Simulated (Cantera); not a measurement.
What does this Cantera script print?

```python
import numpy as np
import cantera as ct

gas_names = """
    N NO NO2 NO3 N2 N2O O O2 O3 Si SiN SiO SiO2 Si2 Si2N Si3
""".split()
cond_names = """
    Si(cr) Si(L) SiO2(Lqz) SiO2(hqz) SiO2(L) Si2N2O(s) Si3N4(a)
""".split()


# ... load() reads the species with a 1 bar reference pressure and builds the phases ...
atoms = {
    'Si3N4': {'Si': 3, 'N': 4},
    'N2O': {'N': 2, 'O': 1},
    'N2': {'N': 2},
}
top_T = {'Si2N2O(s)': 2100, 'Si3N4(a)': 2400}  # K; cautious upper limits of use, not melting points


# ... equilibrate(T, P, feed) seeds the gas with the atoms and calls Mixture.equilibrate('TP', solver="vcs", rtol=1e-11, max_steps=5000) ...
results = []
feed = {'Si3N4': 1, 'N2O': 1, 'N2': 89}  # mol
T = 1423  # K
P = 810  # Pa
mix = equilibrate(T, P, feed)
results.append((T, P, feed, dict(zip(mix.species_names, mix.species_moles))))
print(gas.report(threshold=0.001))
for i in range(1, mix.n_phases):
    print(f"{mix.phase(i).name:16s} {mix.phase_moles(i):12.5e} mol")
```

Output:

```
       temperature   1423 K
          pressure   810 Pa
           density   0.0019179 kg/m^3
  mean mol. weight   28.014 kg/kmol
   phase of matter   gas

                          1 kg             1 kmol
                     ---------------   ---------------
          enthalpy        1.2744e+06        3.5701e+07  J
   internal energy        8.5207e+05         2.387e+07  J
           entropy            9997.5        2.8007e+05  J/K
    Gibbs function       -1.2952e+07       -3.6284e+08  J
 heat capacity c_p            1231.8             34508  J/K
 heat capacity c_v            935.03             26194  J/K

                      mass frac. Y      mole frac. X     chem. pot. / RT
                     ---------------   ---------------   ---------------
                N2                 1                 1           -30.667
     [  +15 minor]         2.469e-06        1.5698e-06

Si(cr)            0.00000e+00 mol
SiO2(hqz)         0.00000e+00 mol
Si2N2O(s)         9.99858e-01 mol
Si3N4(a)          3.33380e-01 mol
```

Equilibrium computed with Cantera from the NASA thermochemical tables; the gas is ideal and each condensed phase is pure. Mutual solubility and eutectic melting of coexisting phases are not modelled.
